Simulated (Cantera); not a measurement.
# Equilibrium for halide evaporation, hydrolysis and transport: CuF₂ + HF + H₂

A closed system holds: 1 mol CuF₂, 0.6 mol HF, 15 mol H₂, held at 0.308 Torr.

These are equilibrium values from Cantera (NASA tables, ideal gas, pure condensed phases), not measurements of a reactor. Candidate condensed phases: Cu, CuF₂; 15 gas species. Kinetics and transport are ignored.

```json
[
 {"T (K)": "1000", "x H₂": "0.843", "x HF": "0.157", "x Cu": "3.81e-8", "x H": "1.03e-7", "n Cu(s)": "1.000", "n Cu(l)": "0"},
 {"T (K)": "1075", "x H₂": "0.843", "x HF": "0.157", "x Cu": "6.23e-7", "x H": "6.66e-7", "n Cu(s)": "1.000", "n Cu(l)": "0"},
 {"T (K)": "1150", "x H₂": "0.843", "x HF": "0.157", "x Cu": "7.05e-6", "x H": "3.38e-6", "n Cu(s)": "1.000", "n Cu(l)": "0"},
 {"T (K)": "1225", "x H₂": "0.843", "x HF": "0.157", "x Cu": "5.90e-5", "x H": "1.41e-5", "n Cu(s)": "0.999", "n Cu(l)": "0"},
 {"T (K)": "1300", "x H₂": "0.843", "x HF": "0.157", "x Cu": "0.000385", "x H": "5.02e-5", "n Cu(s)": "0.994", "n Cu(l)": "0"},
 {"T (K)": "1375", "x H₂": "0.842", "x HF": "0.156", "x Cu": "0.00201", "x H": "0.000155", "n Cu(s)": "0", "n Cu(l)": "0.966"},
 {"T (K)": "1450", "x H₂": "0.836", "x HF": "0.155", "x Cu": "0.00839", "x H": "0.000427", "n Cu(s)": "0", "n Cu(l)": "0.859"},
 {"T (K)": "1525", "x H₂": "0.817", "x HF": "0.152", "x Cu": "0.0303", "x H": "0.00106", "n Cu(s)": "0", "n Cu(l)": "0.477"},
 {"T (K)": "1600", "x H₂": "0.794", "x HF": "0.147", "x Cu": "0.0565", "x H": "0.00239", "n Cu(s)": "0", "n Cu(l)": "0"},
 {"T (K)": "1675", "x H₂": "0.791", "x HF": "0.147", "x Cu": "0.0565", "x H": "0.00510", "n Cu(s)": "0", "n Cu(l)": "0"},
 {"T (K)": "1750", "x H₂": "0.786", "x HF": "0.147", "x Cu": "0.0564", "x H": "0.0102", "n Cu(s)": "0", "n Cu(l)": "0"},
 {"T (K)": "1825", "x H₂": "0.778", "x HF": "0.146", "x Cu": "0.0562", "x H": "0.0192", "n Cu(s)": "0", "n Cu(l)": "0"},
 {"T (K)": "1900", "x H₂": "0.765", "x HF": "0.145", "x Cu": "0.0558", "x H": "0.0343", "n Cu(s)": "0", "n Cu(l)": "0"}
]
```
x: gas mole fraction; n: condensed amount in mol.

From 1000 K to 1300 K the condensed part is Cu(s). From 1375 K to 1525 K the condensed part is Cu(l). From 1600 K to 1900 K nothing is condensed. The main Cu-bearing gas is Cu throughout.
